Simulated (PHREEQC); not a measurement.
Consider water at 6.9 °C with 0.0022 mol Cu(BF4)2 and 0.039 mol Na2SO4 per kg of water. Closed to the air; pH follows from the charge balance.

Equilibrium calculation in PHREEQC: ion-association model, phreeqc.dat.

**Question.** The ionic strength comes out as 0.112 mol/kgw. What activity coefficients do F-, SO4-2, Na+, HF2-, NaSO4- get?

**Answer.** F- 0.76, SO4-2 0.37, Na+ 0.78, HF2- 0.78, NaSO4- 0.79.

No solid was allowed to form. Away from 25 °C the constants follow the database's enthalpies or fits; those with neither stay at their 25 °C values. Real BF4- forms and hydrolyses slowly; the run takes it at equilibrium.
